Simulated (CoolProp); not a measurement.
Hydrogen chloride at several states: Z from the reference equation and from simpler models built on Tc = 324.7 K, pc = 8314 kPa, ω = 0.130; each cubic takes its own stable root.

Model: reference Helmholtz-energy equation of state, Thol 2018, in CoolProp.

```json
[
 {"T (K)": "416.2", "p (kPa)": "480", "phase": "gas", "reference": "0.9900", "Redlich-Kwong": "0.9906", "Soave-Redlich-Kwong": "0.9915", "Peng-Robinson": "0.9898"},
 {"T (K)": "551.9", "p (kPa)": "4010", "phase": "gas", "reference": "0.9698", "Redlich-Kwong": "0.9710", "Soave-Redlich-Kwong": "0.9811", "Peng-Robinson": "0.9719"},
 {"T (K)": "292.8", "p (kPa)": "12400", "phase": "liquid", "reference": "0.2067", "Redlich-Kwong": "0.2493", "Soave-Redlich-Kwong": "0.2454", "Peng-Robinson": "0.2181"},
 {"T (K)": "201.5", "p (kPa)": "23.4", "phase": "gas", "reference": "0.9948", "Redlich-Kwong": "0.9964", "Soave-Redlich-Kwong": "0.9963", "Peng-Robinson": "0.9961"}
]
```
